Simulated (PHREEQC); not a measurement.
# Brine: speciation

A solution holds 0.062 mol/kgw NaCl, 6.7e-05 mol/kgw BaCl2 and 0.078 mol/kgw KBr, at 25 °C. Closed to the air; pH follows from the charge balance.

Computed with PHREEQC (ion-association model, phreeqc.dat).

Each row changes one thing in this solution. This is a speciation only: nothing precipitates in the calculation.

```csv
case,pH,SI of Sylvite (KCl),SI of Halite (NaCl)
as made,6.98,-3.48,-4.23
NaCl from 0.062 to 0.0062 mol/kgw,6.98,-4.42,-6.18
KBr from 0.078 to 0.117 mol/kgw,6.97,-3.32,-4.25
diluted 2-fold with water,6.98,-4.02,-4.78
BaCl2 replaced by MnCl2 at the same molality,6.96,-3.48,-4.23
NaCl from 0.062 to 0.0558 mol/kgw,6.98,-3.52,-4.32
NaCl from 0.062 to 0.093 mol/kgw,6.97,-3.32,-3.89
KBr from 0.078 to 0.0858 mol/kgw,6.98,-3.44,-4.23
```
